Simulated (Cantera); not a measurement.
A closed system holds: 1 mol B2O3, 30 mol HCl, 0.21 mol O2, 1.8 mol Cl2, equilibrated at 1073 K and 39.0 mbar.

These are equilibrium values from Cantera (NASA tables, ideal gas, pure condensed phases), not measurements of a reactor. Candidate condensed phases: B, B2O3, B3O3H3, H2O; 33 gas species. Gases not in the tables: H3BO3. Equilibrium is a limit: real reactors are often held back by kinetics, nucleation or transport.

Base state: HCl 0.918, Cl2 0.0679, H2O 0.0120, Cl 0.00142, O2 0.000555, HBO2 6.03e-5 (mole fractions); condensed: B2O3(l).

**Question.** What changes in the equilibrium state with this change: temperature from 1073 K to 1148 K?

**Answer.** 
```csv
species,before,after
HCl,0.918,0.918
Cl2,0.0679,0.0658
H2O,0.0120,0.0110
Cl,0.00142,0.00348
HBO2,6.03e-5,0.000203
O2,0.000555,0.00103
"B2O3(l), mol",0.999,0.997
```

**Question.** What changes in the equilibrium state with this change: pressure from 39.0 mbar to 18.0 Pa?

**Answer.** 
| species | before | after |
|---|---|---|
| HCl | 0.918 | 0.923 |
| Cl2 | 0.0679 | 0.0503 |
| Cl | 0.00142 | 0.0180 |
| H2O | 0.0120 | 0.00327 |
| HBO2 | 6.03e-5 | 0.000462 |
| O2 | 0.000555 | 0.00476 |
| B2O3(l), mol | 0.999 | 0.992 |

**Question.** What changes in the equilibrium state with this change: temperature from 1073 K to 1398 K?

**Answer.** 
```tsv
species	before	after
HCl	0.918	0.907
Cl2	0.0679	0.0485
Cl	0.00142	0.0312
H2O	0.0120	0.00687
HBO2	6.03e-5	0.00384
B2O3	2.21e-9	5.88e-5
BOCl	1.50e-7	0.000210
BCl3	4.11e-7	2.26e-5
O2	0.000555	0.00214
B2O3(l), mol	0.999	0.932
```
The tables' values for BOCl are old estimates; treat these amounts as uncertain.
